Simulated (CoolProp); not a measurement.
The fluid at 298.15 K and 1.85 MPa is throttled through a valve to 0.355 MPa with no heat exchange. The same conditions are run with several fluids, on thermodynamics alone (safety and materials aside).

The numbers come from the reference Helmholtz-energy equation of state of each fluid (ammonia: Gao 2020; R152A: Outcalt 1996; isohexane: Lemmon 2006; tetradecamethylhexasiloxane (MD4M): Thol 2019; dodecamethylcyclohexasiloxane (D6): Colonna 2008) in CoolProp.

| fluid | temperature change (K) | final phase | final density (kg/m³) |
|---|---|---|---|
| ammonia | (withheld) | (withheld) | (withheld) |
| R152A | (withheld) | (withheld) | (withheld) |
| isohexane | (withheld) | liquid | (withheld) |
| tetradecamethylhexasiloxane (MD4M) | +0.7 | liquid | 886 |
| dodecamethylcyclohexasiloxane (D6) | +0.7 | liquid | 968 |

Task: What belongs in the gaps?

Result: 
- ammonia, temperature change (K): -30.0
- ammonia, final phase: two-phase, vapour fraction 0.110
- ammonia, final density (kg/m³): 25.3
- R152A, temperature change (K): -16.5
- R152A, final phase: two-phase, vapour fraction 0.098
- R152A, final density (kg/m³): 102
- isohexane, temperature change (K): +0.6
- isohexane, final density (kg/m³): 648
